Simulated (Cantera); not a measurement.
## Equilibrium for boron, boron nitride and boron oxide: B2O3 + NH3

Feed: 1 mol B2O3, a varied amount of NH3, at 2373 K and 25.0 Pa.

These are equilibrium values from Cantera (NASA tables, ideal gas, pure condensed phases), not measurements of a reactor. Candidate condensed phases: B, BN, B2O3, B3O3H3, H2O; 39 gas species. Equilibrium is a limit: real reactors are often held back by kinetics, nucleation or transport.

From 0.5 mol NH3 to 7.3 mol NH3 nothing is condensed. The main B-bearing gas is BO throughout.

| n(NH3) (mol) | x H | x BO | x H2 | x N2 | x B2O3 | x HBO2 | x BO2 | x H2O | x O |
|---|---|---|---|---|---|---|---|---|---|
| 0.5 | 0.230 | 0.267 | 0.0677 | 0.0855 | 0.117 | 0.102 | 0.0740 | 0.0154 | 0.0212 |
| 1.3 | 0.336 | 0.192 | 0.145 | 0.126 | 0.0401 | 0.0713 | 0.0354 | 0.0219 | 0.0141 |
| 2.2 | 0.383 | 0.148 | 0.188 | 0.144 | 0.0185 | 0.0488 | 0.0212 | 0.0222 | 0.0110 |
| 3 | 0.405 | 0.123 | 0.210 | 0.153 | 0.0110 | 0.0369 | 0.0152 | 0.0212 | 0.00940 |
| 3.9 | 0.421 | 0.105 | 0.228 | 0.159 | 0.00688 | 0.0282 | 0.0112 | 0.0199 | 0.00816 |
| 4.7 | 0.431 | 0.0924 | 0.239 | 0.163 | 0.00483 | 0.0229 | 0.00886 | 0.0188 | 0.00734 |
| 5.6 | 0.440 | 0.0818 | 0.248 | 0.166 | 0.00341 | 0.0187 | 0.00707 | 0.0176 | 0.00661 |
| 6.4 | 0.446 | 0.0744 | 0.255 | 0.169 | 0.00260 | 0.0158 | 0.00591 | 0.0166 | 0.00609 |
| 7.3 | 0.451 | 0.0675 | 0.261 | 0.171 | 0.00197 | 0.0134 | 0.00494 | 0.0156 | 0.00560 |
x: gas mole fraction; nothing condenses.
